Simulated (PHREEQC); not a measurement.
Solution (25 °C): 0.025 mol CdBr2, 0.019 mol NaHF2 and 0.00083 mol KCl per kg of water. Closed to the air; pH follows from the charge balance.

Computed with PHREEQC (ion-association model, wateq4f.dat).

```
Item                      Result
----------------  --------------
pH                          3.13
ionic strength    0.0587 mol/kgw
total alkalinity    -19.0 meq/kg
```

```tsv
species	molality	activity	log γ
Br-	0.0316	0.0257	-0.090
Na+	0.0189	0.0154	-0.089
F-	0.0179	0.0143	-0.097
HF	0.0157	0.0159	0.006
CdBr+	0.0150	0.0122	-0.090
Cd+2	0.00739	0.00321	-0.362
CdBr2	0.00166	0.00168	0.006
HF2-	0.00110	0.000876	-0.097
H+	0.000875	0.000742	-0.072
K+	0.000830	0.000666	-0.096
CdF+	0.000713	0.000579	-0.090
H2F2	0.000653	0.000662	0.006
Cl-	0.000637	0.000511	-0.096
CdCl+	0.000193	0.000157	-0.090
```

This is a speciation only: nothing precipitates in the calculation.
